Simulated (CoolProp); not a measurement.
Vapour pressure (MPa) of nitrous oxide: the reference equation beside estimates from Tc = 36.4 °C, pc = 7.245 MPa, ω = 0.161. Clausius-Clapeyron is anchored at -35.55 °C with a constant enthalpy of vaporisation of 13.38 kJ/mol.

The numbers come from the reference Helmholtz-energy equation of state, Lemmon 2006 in CoolProp. It is a short technical equation, of lower accuracy than the large ones.

```tsv
T (°C)	reference	Lee-Kesler	Clausius-Clapeyron	van der Waals	Soave-Redlich-Kwong
-75.25	0.2102	0.2100	0.2816	0.8997	0.2103
-67.35	0.3090	0.3092	0.3848	1.111	0.3092
-59.35	0.4419	0.4427	0.5156	1.356	0.4425
-51.45	0.6117	0.6132	0.6741	1.631	0.6132
-43.45	0.8291	0.8314	0.8680	1.944	0.8324
-35.55	1.096	1.098	1.096	2.288	1.102
-27.55	1.425	1.428	1.366	2.674	1.435
-19.55	1.821	1.823	1.680	3.099	1.837
-11.65	2.286	2.287	2.034	3.558	2.310
-3.65	2.840	2.839	2.442	4.063	2.873
```

Absolute difference from the reference over all 10 rows, mean and median: Lee-Kesler 0.1 and 0.1 %, Clausius-Clapeyron 12.7 and 10.6 %, van der Waals 146.1 and 121.6 %, Soave-Redlich-Kwong 0.5 and 0.5 %.
